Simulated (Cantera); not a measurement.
Feed: 1 mol borazine, 0.95 mol O2, a varied amount of N2, held at 1050 K and 1.00 bar.

Equilibrium computed with Cantera from the NASA thermochemical tables; the gas is ideal and each condensed phase is pure. Candidate condensed phases: B, BN, B2O3, B3O3H3, H2O; 39 gas species. The feed counts by its element totals alone. Mutual solubility and eutectic melting of coexisting phases are not modelled. Gases not in the tables: H3BO3. Kinetics and transport are ignored.

x: gas mole fraction; n: condensed amount in mol.

```tsv
n(N2) (mol)	x N2	x H2	x H2O	x NH3	n BN(s)	n B2O3(l)
2.8	0.533	0.463	(withheld)	9.76e-5	1.75	0.626
4.6	0.635	0.362	(withheld)	7.35e-5	1.75	0.625
7.6	0.733	0.265	(withheld)	4.95e-5	1.75	0.625
12	0.808	0.190	(withheld)	3.16e-5	1.75	0.624
21	0.878	0.121	(withheld)	1.67e-5	1.75	0.624
34	0.920	0.0790	(withheld)	9.03e-6	1.75	0.624
56	0.950	0.0498	(withheld)	4.60e-6	1.75	0.624
92	0.969	0.0311	(withheld)	2.29e-6	1.75	0.624
150	0.980	0.0193	(withheld)	1.13e-6	1.75	0.624
```

What belongs in the gaps?


- 2.8, x H2O: 0.00357
- 4.6, x H2O: 0.00296
- 7.6, x H2O: 0.00227
- 12, x H2O: 0.00169
- 21, x H2O: 0.00110
- 34, x H2O: 0.000731
- 56, x H2O: 0.000466
- 92, x H2O: 0.000292
- 150, x H2O: 0.000183
